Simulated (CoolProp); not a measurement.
Computed with CoolProp (reference Helmholtz-energy equation of state, Bücker 2006).

Problem. For ethane, give the phase and the cp (kJ/(kg K)), cv (kJ/(kg K)) at 13.05 °C and 0.06 MPa.

Solution. 
- 13.05 °C and 0.06 MPa: gas; cp 1.71, cv 1.42
